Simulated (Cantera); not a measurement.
# Ignition delay

Mixture: CH4 : H2 : O2 : N2 = 1 : 0.03 : 1.44 : 5.41 (molar parts), equivalence ratio 1.4, at 1.00 bar, adiabatic and at constant pressure. Ignition delay is the time to a rise of 400 K.

Computed with Cantera and GRI-Mech 3.0 (53 species, 325 reactions).

| T0 (K) | delay (ms) |
|---|---|
| 1300 | 10.9 |
| 1375 | 4.46 |
| 1450 | 1.94 |
| 1525 | 0.908 |
| 1600 | 0.462 |
| 1675 | 0.254 |
| 1750 | 0.150 |

The apparent activation energy between 1600 and 1750 K is 170 kJ/mol.
